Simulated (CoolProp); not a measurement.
Properties of octamethylcyclotetrasiloxane (D4) along the isobar 1660 kPa.

The numbers come from the reference Helmholtz-energy equation of state, Thol 2015 in CoolProp.

| T (K) | phase | density (kg/m³) | cp (kJ/(kg K)) | isothermal compressibility (1/MPa) | expansivity (1/kK) |
|---|---|---|---|---|---|
| 420.8 | liquid | 809.6 | 1.919 | 0.004557 | 1.549 |
| 449.3 | liquid | 772.9 | 1.987 | 0.006314 | 1.722 |
| 477.7 | liquid | 733.5 | 2.057 | 0.009152 | 1.972 |
| 506.2 | liquid | 689.9 | 2.134 | 0.01428 | 2.369 |
| 534.6 | liquid | 639.1 | 2.225 | 0.02525 | 3.094 |
| 563.1 | liquid | 573.0 | 2.369 | 0.05921 | 4.902 |
| 591.5 | supercritical | 447.3 | 3.070 | 0.4749 | 19.21 |
| 620 | supercritical | 180.2 | 2.588 | 1.368 | 14.29 |
